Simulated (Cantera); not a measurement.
An adiabatic, constant-volume homogeneous reactor starts with CH4 : H2 : O2 : N2 = 1 : 0.36 : 2.48 : 9.31 (molar parts), equivalence ratio 0.88, at 1725 K and 1.20 bar.

Detailed kinetics in Cantera: GRI-Mech 3.0 (53 species, 325 reactions).

### Question
Predict: time of steepest temperature rise; temperature at 0.500 s; equilibrium temperature; x(H2) at 0.500 s; x(O2) at 0.500 s; x(N2O) at 0.500 s.

### Answer
- time of steepest temperature rise: 72.0 µs
- temperature at 0.500 s: 2944 K
- equilibrium temperature: 2944 K
- x(H2) at 0.500 s: 0.0190 (gas-phase equilibrium 0.0190)
- x(O2) at 0.500 s: 0.0323 (gas-phase equilibrium 0.0323)
- x(N2O) at 0.500 s: 1.23e-6 (gas-phase equilibrium 1.23e-6)
